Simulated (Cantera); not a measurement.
A perfectly stirred reactor is fed with C₂H₆ : N₂ = 1 : 5.4 (molar parts), at 1.10 bar; it is held at 1450 K, and followed from long to short residence time.

Detailed kinetics in Cantera: GRI-Mech 3.0 (53 species, 325 reactions). GRI-Mech 3.0 stops at C3 and has no aromatics, soot or wall deposition, so with more carbon than oxygen in the feed, carbon stays in small species such as C2H2 where larger ones or solid carbon would form.

Q: What does this change do: temperature 1450 to 1650 K?

A: 
```tsv
quantity	before	after
x(C₂H₆) at τ = 5.40 s	7.31e-5	5.07e-6
x(HCN) at τ = 5.40 s	5.05e-9	1.07e-6
x(CH₂) at τ = 5.40 s	5.82e-10	8.81e-9
x(C₂H) at τ = 5.40 s	3.66e-9	9.43e-8
x(CH₃) at τ = 5.40 s	2.64e-5	4.71e-5
x(C₂H₆) at τ = 35.0 ms	0.00197	0.000327
x(HCN) at τ = 35.0 ms	3.68e-9	2.34e-7
x(CH₂) at τ = 35.0 ms	1.17e-8	1.24e-7
x(C₂H) at τ = 35.0 ms	1.59e-8	1.80e-7
x(CH₃) at τ = 35.0 ms	0.000114	0.000333
```

Q: What does this change do: pressure from 1.10 bar to 0.150 bar?

A: 
```csv
quantity,before,after
x(C₂H₆) at τ = 5.40 s,7.31e-5,7.90e-5
x(HCN) at τ = 5.40 s,5.05e-9,3.76e-8
x(CH₂) at τ = 5.40 s,5.82e-10,6.38e-9
x(C₂H) at τ = 5.40 s,3.66e-9,1.82e-8
x(CH₃) at τ = 5.40 s,2.64e-5,6.76e-5
x(C₂H₆) at τ = 35.0 ms,0.00197,0.00418
x(HCN) at τ = 35.0 ms,3.68e-9,2.66e-8
x(CH₂) at τ = 35.0 ms,1.17e-8,1.59e-7
x(C₂H) at τ = 35.0 ms,1.59e-8,5.33e-8
x(CH₃) at τ = 35.0 ms,0.000114,0.000494
```
